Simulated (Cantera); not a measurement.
An adiabatic, constant-pressure homogeneous reactor starts with CH₄ : O₂ : N₂ = 1 : 2.02 : 10.9 (molar parts), at 1750 K and 1.01 bar. Integrator tolerance rtol = 1e-08.

Detailed kinetics in Cantera: GRI-Mech 3.0 (53 species, 325 reactions).

**Question.** What does this change do: CH4 1 to 2.2 parts?

**Answer.** 
```csv
quantity,before,after
time of steepest temperature rise,0.194 ms,0.234 ms
temperature at 0.100 s,2706 K,2483 K
equilibrium temperature,2706 K,2483 K
x(CH₄) at 0.100 s,<1e-12 (gas-phase equilibrium <1e-12),1.56e-11 (gas-phase equilibrium 1.75e-11)
x(O₂) at 0.100 s,0.0154 (gas-phase equilibrium 0.0154),1.09e-5 (gas-phase equilibrium 1.09e-5)
x(NO₂) at 0.100 s,1.69e-6 (gas-phase equilibrium 1.69e-6),9.34e-10 (gas-phase equilibrium 9.34e-10)
x(CH₂O) at 0.100 s,1.75e-10 (gas-phase equilibrium 1.75e-10),7.07e-9 (gas-phase equilibrium 7.07e-9)
x(CH₂) at 0.100 s,<1e-12 (gas-phase equilibrium <1e-12),1.65e-12 (gas-phase equilibrium 1.80e-12)
```

**Question.** What does this change do: pressure from 1.01 bar to 2.50 bar?

**Answer.** 
```json
[
 {"quantity": "time of steepest temperature rise", "before": "0.194 ms", "after": "90.9 µs"},
 {"quantity": "temperature at 0.100 s", "before": "2706 K", "after": "2762 K"},
 {"quantity": "equilibrium temperature", "before": "2706 K", "after": "2762 K"},
 {"quantity": "x(CH₄) at 0.100 s", "before": "<1e-12 (gas-phase equilibrium <1e-12)", "after": "<1e-12 (gas-phase equilibrium <1e-12)"},
 {"quantity": "x(O₂) at 0.100 s", "before": "0.0154 (gas-phase equilibrium 0.0154)", "after": "0.0137 (gas-phase equilibrium 0.0137)"},
 {"quantity": "x(NO₂) at 0.100 s", "before": "1.69e-6 (gas-phase equilibrium 1.69e-6)", "after": "2.45e-6 (gas-phase equilibrium 2.45e-6)"},
 {"quantity": "x(CH₂O) at 0.100 s", "before": "1.75e-10 (gas-phase equilibrium 1.75e-10)", "after": "3.50e-10 (gas-phase equilibrium 3.50e-10)"},
 {"quantity": "x(CH₂) at 0.100 s", "before": "<1e-12 (gas-phase equilibrium <1e-12)", "after": "<1e-12 (gas-phase equilibrium <1e-12)"}
]
```
